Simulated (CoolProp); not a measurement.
A single-stage vapour-compression cycle with vinyl chloride: evaporating at 321.15 K (dew point), condensing at 381.15 K (bubble point), superheat 8 K, subcooling 8 K, compressor efficiency 0.7, no pressure losses. Each further row changes one setting.

The numbers come from the reference Helmholtz-energy equation of state, Thol 2022 in CoolProp.

```csv
case,cooling COP,pressure ratio,discharge temperature (K),refrigerating effect (kJ/kg),volumetric capacity (kJ/m³)
as stated,2.93,3.60,423.6,220,___
evaporating temperature 326.15 K,3.31,3.18,___,223,___
condensing temperature 376.15 K,3.30,3.28,416.4,229,___
subcooling 13 K,3.06,3.60,423.6,229,4370
```

Problem. Fill in the missing entries.

Solution. 
- as stated, volumetric capacity (kJ/m³): 4190
- evaporating temperature 326.15 K, discharge temperature (K): 420.1
- evaporating temperature 326.15 K, volumetric capacity (kJ/m³): 4790
- condensing temperature 376.15 K, volumetric capacity (kJ/m³): 4360
